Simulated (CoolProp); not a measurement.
Vapour-liquid equilibrium of benzene (1) + n-octane (2) at 0.228 MPa; x and y are mole fractions of (1).

The numbers come from the multi-fluid Helmholtz-energy mixture model, Thol 2012 and Beckmüller 2019; pair parameters Bell 2016 in CoolProp.

```
x     bubble temperature, mixture model (K)  bubble temperature, Raoult's law (K)  y, mixture model  y, Raoult's law
----  -------------------------------------  ------------------------------------  ----------------  ---------------
0.05                                  426.2                                 426.7             0.137            0.137
0.15                                  417.8                                 419.3             0.359            0.354
0.25                                  410.5                                 412.9             0.522            0.515
0.35                                  404.5                                 407.2             0.640            0.637
0.45                                  399.5                                 402.2             0.727            0.732
0.55                                  395.3                                 397.7             0.795            0.806
0.65                                  391.8                                 393.6             0.849            0.865
0.75                                  388.7                                 390.0             0.896            0.914
0.85                                  385.9                                 386.6             0.938            0.953
0.95                                  383.3                                 383.5             0.979            0.986
```

The largest gap from Raoult's law is -2.7 K in bubble temperature, at x = 0.45. No azeotrope shows between x = 0.05 and 0.95.

The pair parameters rest on a limited set of measurements; away from them the model extrapolates.
